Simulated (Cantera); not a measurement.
Input: 1 mol SiH2Cl2, 0.047 mol HCl, 36 mol H2, equilibrated at 100000 Pa.

Equilibrium computed with Cantera from the NASA thermochemical tables; the gas is ideal and each condensed phase is pure. Candidate condensed phases: Si; 19 gas species. Equilibrium is a limit: real reactors are often held back by kinetics, nucleation or transport.

Over these rows the condensed part is Si(s). Partial pressures as log10 of bar:

```csv
T (K),1000/T (1/K),log p SiHCl3,log p H2,log p HCl
1275,0.7843,-2.52,-0.02,-1.55
1350,0.7407,-2.75,-0.02,-1.47
1425,0.7018,-3.05,-0.02,-1.42
1500,0.6667,-3.37,-0.02,-1.40
1575,0.6349,?,-0.02,-1.40
1650,0.6061,-4.01,-0.02,-1.39
```

Question: Fit log p(SiHCl3) = a + b·(1000/T) to the five rows, give the apparent enthalpy, and predict the row at 1575 K.

Answer: Means: 1000/T = 0.6999, log p = -3.140. Sxy = 0.157653, Sxx = 0.0186923, so b = 8.43 and a = -3.140 − (8.43)×0.6999 = -9.04.
Apparent enthalpy: −19.145 × (8.43) = -161 kJ/mol. With the condensed phases at unit activity, Si(s) + 3 HCl(g) = SiHCl3(g) + H2(g) links this pressure to the main gases: over the six rows their terms move log p by +0.48 in all, so the slope isn't that reaction's ΔH° alone. The five rows lie within 0.09 of the line.
Prediction at 1575 K: -9.04 + (8.43)×0.6349 = -3.69. The computed value is -3.70, 0.01 from the line.
